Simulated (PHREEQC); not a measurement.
Make-up at 61 °C: 40 mmol/kgw ZnCl2, 0.092 mmol/kgw KCl and 0.057 mmol/kgw FeSO4. Closed to the air; pH follows from the charge balance.

Equilibrium calculation in PHREEQC: ion-association model, phreeqc.dat.

Each row changes one thing in this solution. This is a speciation only: nothing precipitates in the calculation.

| case | pH | ionic strength (mol/kgw) | Cl- (mol/kgw) | SO4-2 (mol/kgw) | FeCl+ (mol/kgw) | FeSO4 (mol/kgw) | SI of Sylvite (KCl) | SI of Melanterite (FeSO4:7H2O) |
|---|---|---|---|---|---|---|---|---|
| as made | 4.90 | 0.102 | 0.0707 | 2.70e-5 | 1.97e-6 | 6.04e-8 | -6.50 | -7.85 |
| ZnCl2 left out | 6.28 | 0.000316 | 9.20e-5 | 5.61e-5 | 6.50e-9 | 8.42e-7 | -9.15 | -6.71 |
| FeSO4 from 5.7e-05 to 1.14e-05 mol/kgw | 4.90 | 0.102 | 0.0707 | 5.40e-6 | 3.95e-7 | 2.42e-9 | -6.50 | -9.25 |
| diluted 5-fold with water | 5.14 | 0.0227 | 0.0153 | 6.91e-6 | 1.33e-7 | 7.53e-9 | -7.75 | -8.76 |
| diluted 2-fold with water | 5.00 | 0.0539 | 0.0369 | 1.48e-5 | 6.33e-7 | 2.51e-8 | -7.03 | -8.24 |
| ZnCl2 from 0.04 to 0.02 mol/kgw | 5.00 | 0.0540 | 0.0369 | 2.95e-5 | 1.26e-6 | 1.00e-7 | -6.73 | -7.64 |

Species that the database lacks are ignored. Constants without temperature data keep their 25 °C values here.
